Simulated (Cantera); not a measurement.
Mixture: 8.87 % CH₄, 13.7 % O₂, 46.4 % N₂, 31.1 % CO₂, at 160000 Pa, adiabatic and at constant pressure. Ignition delay is the time to a rise of 400 K.

Computed with Cantera and GRI-Mech 3.0 (53 species, 325 reactions).

### Question
Predict: delay at 1223 K; delay at 1423 K; delay at 1623 K; delay at 1823 K; apparent activation energy between 1723 and 1923 K.

### Answer
| Quantity | Result |
|---|---|
| delay at 1223 K | 42.0 ms |
| delay at 1423 K | 3.62 ms |
| delay at 1623 K | 0.451 ms |
| delay at 1823 K | 95.3 µs |
| apparent activation energy between 1723 and 1923 K | 180 kJ/mol |
